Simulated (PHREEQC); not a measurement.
# Arsenic or selenium liquor: speciation

Make-up at 25 °C: 0.02 mol Na2SeO3, 0.11 mol NH3 and 0.00027 mol FeCl3 per kg of water. Closed to the air; pH follows from the charge balance.

Computed with PHREEQC (ion-association model, wateq4f.dat).

Each row changes one thing in this solution. No solid was allowed to form.

| case | pH | ionic strength (mol/kgw) | NH4+ (mol/kgw) |
|---|---|---|---|
| as made | 11.01 | 0.0623 | 0.00231 |
| 0.0092 mol/kgw LiOH added | 11.83 | [?] | [?] |
| Na2SeO3 replaced by Na2SeO4 at the same molality | [?] | 0.0623 | 0.00233 |
| FeCl3 left out | [?] | 0.0617 | 0.00170 |
| FeCl3 replaced by NH4Cl at the same molality | 11.11 | 0.0618 | 0.00184 |
| temperature from 25 to 80 °C | 9.68 | 0.0613 | [?] |
| temperature from 25 to 5 °C | 11.69 | 0.0622 | 0.00219 |
| FeCl3 from 0.00027 to 5.4e-05 mol/kgw | 11.11 | 0.0618 | 0.00181 |
| temperature from 25 to 10 °C | 11.50 | 0.0622 | 0.00223 |

Q: What belongs in the gaps?

A: 
- 0.0092 mol/kgw LiOH added, ionic strength (mol/kgw): 0.0696
- 0.0092 mol/kgw LiOH added, NH4+ (mol/kgw): 0.000358
- Na2SeO3 replaced by Na2SeO4 at the same molality, pH: 11.00
- FeCl3 left out, pH: 11.14
- temperature from 25 to 80 °C, NH4+ (mol/kgw): 0.00194

Complexes and solids missing from the database can't appear. Some of these states are supersaturated (in Fe(OH)3(a), Hematite (slow to form), Goethite (slow to form), for instance). Away from 25 °C the constants follow the database's enthalpies or fits; those with neither stay at their 25 °C values.
